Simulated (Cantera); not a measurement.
Feed: 1 mol CaCO₃, a varied amount of H₂, 1.5 mol CO₂, equilibrated at 1325 K and 3380 Torr.

Method: chemical equilibrium by Gibbs-energy minimisation in Cantera with the NASA 1993 tables (ideal gas, pure condensed phases). Candidate condensed phases: C, C₆H₆, C₇H₈, C₈H₁₈, Ca, CaCO₃, CaO, Ca(OH)₂, H₂O; 115 gas species. Equilibrium is a limit: real reactors are often held back by kinetics, nucleation or transport.

log p: log10 of the partial pressure in bar; n: condensed amount in mol.

```
n(H₂) (mol)  log p CO₂  log p CO  log p H₂O  log p H₂  n CaO(s)
-----------  ---------  --------  ---------  --------  --------
0.041             0.64     -1.14      -1.14     -3.20      1.00
0.16              0.60         ?          ?         ?      1.00
0.28              0.56     -0.37      -0.37     -1.57      1.00
0.39              0.52     -0.25      -0.25     -1.30      1.00
0.51              0.49     -0.17      -0.17     -1.09      1.00
0.63              0.45     -0.10      -0.10         ?      1.00
0.75              0.41     -0.06      -0.06     -0.80      1.00
```

Question: Complete the blanks.

Answer: 
- 0.63, log p H₂: -0.93
- 0.16, log p CO: -0.58
- 0.16, log p H₂O: -0.58
- 0.16, log p H₂: -2.03
